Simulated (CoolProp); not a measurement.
Hydrogen chloride at several states: Z from the reference equation and from simpler models built on Tc = 324.7 K, pc = 8.314 MPa, ω = 0.130; each cubic takes its own stable root.

Model: reference Helmholtz-energy equation of state, Thol 2018, in CoolProp.

```json
[
 {"T (K)": "319.4", "p (MPa)": "0.527", "phase": "gas", "reference": "0.9747", "van der Waals": "0.9801", "Redlich-Kwong": "0.9770"},
 {"T (K)": "209.8", "p (MPa)": "2.81", "phase": "liquid", "reference": "0.05180", "van der Waals": "0.08713", "Redlich-Kwong": "0.05966"},
 {"T (K)": "578.4", "p (MPa)": "49.6", "phase": "supercritical", "reference": "0.9245", "van der Waals": "0.9519", "Redlich-Kwong": "0.9533"},
 {"T (K)": "229.4", "p (MPa)": "37.5", "phase": "liquid", "reference": "0.6290", "van der Waals": "1.009", "Redlich-Kwong": "0.7192"},
 {"T (K)": "302.4", "p (MPa)": "0.566", "phase": "gas", "reference": "0.9675", "van der Waals": "0.9755", "Redlich-Kwong": "0.9710"},
 {"T (K)": "185.4", "p (MPa)": "1.13", "phase": "liquid", "reference": "0.02240", "van der Waals": "0.03782", "Redlich-Kwong": "0.02562"}
]
```
